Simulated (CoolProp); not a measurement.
Vapour-liquid equilibrium of propane (1) + cyclopropane (2) at 1900 kPa; x and y are mole fractions of (1).

Values from CoolProp's multi-fluid Helmholtz-energy mixture model, Lemmon 2009 and Polt 1992; pair parameters Bell 2016. This equation is an older, rougher fit; its heat capacities, sound speeds and derivatives of the liquid may be far off and weren't checked against measurements.

```json
[
 {"x": "0.05", "bubble temperature, mixture model (K)": "337.8", "bubble temperature, Raoult's law (K)": "338.3", "y, mixture model": "0.065", "y, Raoult's law": "0.062"},
 {"x": "0.2", "bubble temperature, mixture model (K)": "334.9", "bubble temperature, Raoult's law (K)": "336.5", "y, mixture model": "?", "y, Raoult's law": "0.239"},
 {"x": "0.35", "bubble temperature, mixture model (K)": "?", "bubble temperature, Raoult's law (K)": "334.8", "y, mixture model": "0.399", "y, Raoult's law": "0.404"},
 {"x": "0.5", "bubble temperature, mixture model (K)": "?", "bubble temperature, Raoult's law (K)": "333.2", "y, mixture model": "?", "y, Raoult's law": "0.557"},
 {"x": "0.65", "bubble temperature, mixture model (K)": "329.2", "bubble temperature, Raoult's law (K)": "331.6", "y, mixture model": "0.677", "y, Raoult's law": "0.701"},
 {"x": "0.8", "bubble temperature, mixture model (K)": "?", "bubble temperature, Raoult's law (K)": "330.0", "y, mixture model": "0.810", "y, Raoult's law": "0.835"},
 {"x": "0.95", "bubble temperature, mixture model (K)": "?", "bubble temperature, Raoult's law (K)": "328.5", "y, mixture model": "0.950", "y, Raoult's law": "0.960"}
]
```

Fill in the missing entries.


- 0.2, y, mixture model: 0.243
- 0.35, bubble temperature, mixture model (K): 332.5
- 0.5, bubble temperature, mixture model (K): 330.6
- 0.5, y, mixture model: 0.542
- 0.8, bubble temperature, mixture model (K): 328.3
- 0.95, bubble temperature, mixture model (K): 328.0

The largest gap from Raoult's law is -2.6 K in bubble temperature, at x = 0.5. No azeotrope shows between x = 0.05 and 0.95.

The pair parameters rest on a limited set of measurements; away from them the model extrapolates.
